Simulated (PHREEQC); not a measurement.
A solution holds 7 mmol/kgw CuCl2, 2.6 mmol/kgw HNO3 and 0.32 mmol/kgw FeCl3, at 16 °C. It is in equilibrium with CO2 at log p = -2 (atm). Otherwise closed; pH follows from the charge balance.

Equilibrium calculation in PHREEQC: ion-association model, phreeqc.dat.

| quantity | before | after |
|---|---|---|
| pH | 2.61 | 2.06 |
| ionic strength (mol/kgw) | 0.0249 | 0.0113 |
| HCO3- (mol/kgw) | 8.14e-8 | 2.16e-8 |
| (CO2)2 (mol/kgw) | 2.61e-9 | 2.61e-9 |

Q: Name the change that produced these shifts.
A) FeCl3 from 0.00032 to 0.000288 mol/kgw
B) FeCl3 replaced by NaCl at the same molality
C) CuCl2 replaced by HCl at the same molality
D) temperature from 16 to 65 °C
E) HNO3 from 0.0026 to 0.0039 mol/kgw

A: C, CuCl2 replaced by HCl at the same molality

No solid was allowed to form. Some of these states are supersaturated (in Hematite (slow to form), Goethite (slow to form), for instance).
